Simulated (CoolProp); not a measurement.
Saturation properties of trans-2-butene (Tc = 155.5 °C, pc = 40.19 bar, ω = 0.210).

Model: reference Helmholtz-energy equation of state, Lemmon 2005, in CoolProp. It is a short technical equation, of lower accuracy than the large ones.

```csv
T (°C),p (bar),enthalpy of vaporisation (kJ/kg),liquid cp (kJ/(kg K)),vapour Z,surface tension (mN/m)
2.85,1.092,403.4,2.230,0.9554,15.8
11.75,1.507,394.8,2.268,0.9447,14.7
20.65,2.036,385.9,2.309,0.9324,13.6
29.55,2.696,376.6,2.353,0.9184,12.5
38.55,3.518,366.6,2.401,0.9026,11.5
47.45,4.504,356.2,2.453,0.8850,10.4
56.35,5.684,345.2,2.509,0.8655,9.39
65.25,7.081,333.4,2.573,0.8440,8.39
74.15,8.719,320.7,2.643,0.8201,7.41
83.15,10.64,306.8,2.726,0.7934,6.44
92.05,12.84,291.8,2.821,0.7643,5.50
100.95,15.36,275.3,2.937,0.7318,4.60
```

It boils at 0.9 °C under 1 atm.

Surface tension comes from a separate correlation (Mulero 2014).
